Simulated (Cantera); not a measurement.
Standard-state values (1 bar) from the NASA 1993 polynomials, evaluated with Cantera. Values are per mole of reaction as written; species without (g) are pure solids or liquids, kept so even where they would boil at 1 bar.

H2O(g) + Sr → SrO + H2(g)

```csv
T (K),ΔH° (kJ),ΔS° (J/K),ΔG° (kJ),log10 K
1350,-345.4,-45.3,-284.3,11.00
1400,___,___,___,___
1450,-344.6,-44.7,-279.8,10.08
1500,-344.2,-44.5,-277.5,9.66
1550,___,___,___,___
1600,___,___,___,___
```

**Question.** Complete the blanks.

**Answer.** 
- 1400, ΔH° (kJ): -345.0
- 1400, ΔS° (J/K): -45.0
- 1400, ΔG° (kJ): -282.0
- 1400, log10 K: 10.52
- 1550, ΔH° (kJ): -343.8
- 1550, ΔS° (J/K): -44.2
- 1550, ΔG° (kJ): -275.3
- 1550, log10 K: 9.28
- 1600, ΔH° (kJ): -343.4
- 1600, ΔS° (J/K): -43.9
- 1600, ΔG° (kJ): -273.1
- 1600, log10 K: 8.92
